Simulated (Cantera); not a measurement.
Feed: 1 mol FeS, 0.072 mol H2S, 29 mol N2, equilibrated at 1.00 bar.

These are equilibrium values from Cantera (NASA tables, ideal gas, pure condensed phases), not measurements of a reactor. Candidate condensed phases: Fe, FeS, FeS2, S; 16 gas species. FeS: taken at fixed stoichiometry. Gases not in the tables: S3 to S7. Equilibrium is a limit: real reactors are often held back by kinetics, nucleation or transport.

Q: Which condensed phases are stable at each of these points (T (°C)): 902, 952, 1002, 1052, 1102, 1152, 1202, 1252, 1302, 1352, 1402, 1452, 1502?

A: 
| T (°C) | condensed phases | Fe condensed (%) |
|---|---|---|
| 902 | FeS(s) | 100.0 |
| 952 | FeS(s) | 100.0 |
| 1002 | FeS(s) | 100.0 |
| 1052 | FeS(s) | 100.0 |
| 1102 | FeS(s) | 100.0 |
| 1152 | FeS(s) | 100.0 |
| 1202 | FeS(l) | 100.0 |
| 1252 | FeS(l) | 100.0 |
| 1302 | FeS(l) | 100.0 |
| 1352 | FeS(l) | 100.0 |
| 1402 | FeS(l) | 100.0 |
| 1452 | FeS(l) | 100.0 |
| 1502 | FeS(l) | 100.0 |

From 902 °C to 1152 °C the condensed part is FeS(s). From 1202 °C to 1502 °C the condensed part is FeS(l).
